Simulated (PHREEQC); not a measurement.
PHREEQC input (ion-association model, wateq4f.dat):

```
SOLUTION_MASTER_SPECIES
  An  An-  0  An  62.0  # stands for a non-complexing anion
SOLUTION_SPECIES
  An- = An-
    -log_k 0
    -gamma 3.0 0
PHASES
  Fix_H+
    H+ = H+
    -log_k 0
SOLUTION 1
  temp 25
  units mmol/kgw
  pH 7 charge
  B 0.024
  Na 100
  An 100
END
SELECTED_OUTPUT 1
  -reset false
  -pH true
  -pe true
  -ionic_strength true
  -water true
  -totals B Na
  -molalities Hfo_wOH Hfo_wOH2+ Hfo_wO- Hfo_sOH Hfo_sOH2+ Hfo_sO- Hfo_wH2BO3
USER_PUNCH 1
  -headings sigma psi
  10 PUNCH EDL("sigma", "Hfo"), EDL("psi", "Hfo")
PRINT
  -reset false
USE solution 1
SURFACE 1
  Hfo_wOH 4.7191e-05 600 0.021
  Hfo_sOH 1.17978e-06
EQUILIBRIUM_PHASES 1
  Fix_H+ -4 HAn 10
    -force_equality true
  O2(g) -0.68 10
END
# ... the last block is repeated for the other 12 points of pH, with NaOH or the acid as the point needs
```

Selected output (columns that matter, 13 of 13 rows; pH added in front):

```
pH	mu	B	Na	m_Hfo_wOH	m_Hfo_wOH2+	m_Hfo_wO-	m_Hfo_sOH	m_Hfo_sOH2+	m_Hfo_sO-	m_Hfo_wH2BO3	sigma	psi
4	0.10014	2.3999e-05	0.1	6.2965e-06	4.0872e-05	2.2221e-08	1.5741e-07	1.0218e-06	5.5554e-10	6.4683e-10	0.32065	0.14657
4.67	0.10004	2.3998e-05	0.1	1.4632e-05	3.2406e-05	1.5134e-07	3.6581e-07	8.1019e-07	3.7837e-09	1.503e-09	0.25319	0.13456
5.33	0.10002	2.3998e-05	0.1	2.3545e-05	2.3094e-05	5.4991e-07	5.8865e-07	5.7738e-07	1.3749e-08	2.4181e-09	0.17696	0.11644
6	0.10001	2.3997e-05	0.1	3.0295e-05	1.554e-05	1.353e-06	7.5743e-07	3.8853e-07	3.3827e-08	3.1093e-09	0.11136	0.093462
6.67	0.1	2.3997e-05	0.1	3.4108e-05	1.0555e-05	2.525e-06	8.5276e-07	2.6389e-07	6.313e-08	3.4904e-09	0.063031	0.066811
7.33	0.1	2.3996e-05	0.1	3.5737e-05	7.6012e-06	3.8491e-06	8.935e-07	1.9005e-07	9.6234e-08	3.6097e-09	0.029453	0.037401
8	0.1	2.3997e-05	0.1	3.6214e-05	5.7333e-06	5.2402e-06	9.0542e-07	1.4334e-07	1.3101e-07	3.4471e-09	0.0038712	0.0053518
8.67	0.10001	2.3997e-05	0.10002	3.5988e-05	4.2983e-06	6.9024e-06	8.9974e-07	1.0747e-07	1.7257e-07	2.6985e-09	-0.020441	-0.027043
9.33	0.10005	2.3999e-05	0.10005	3.4835e-05	2.9584e-06	9.3966e-06	8.7089e-07	7.3961e-08	2.3492e-07	1.3299e-09	-0.050539	-0.057324
10	0.10016	2.4e-05	0.10016	3.1848e-05	1.7036e-06	1.3639e-05	7.962e-07	4.259e-08	3.4099e-07	3.6724e-10	-0.093692	-0.085083
10.67	0.10065	2.4e-05	0.10066	2.6063e-05	7.6416e-07	2.0364e-05	6.5158e-07	1.9104e-08	5.091e-07	7.0434e-11	-0.15385	-0.10927
11.33	0.10285	2.4e-05	0.10286	1.7555e-05	2.4015e-07	2.9396e-05	4.3887e-07	6.0039e-09	7.3491e-07	1.0571e-11	-0.22887	-0.12873
12	0.11331	2.4e-05	0.11332	8.0768e-06	3.8244e-08	3.9076e-05	2.0192e-07	9.5611e-10	9.769e-07	1.033e-12	-0.30643	-0.14111
```
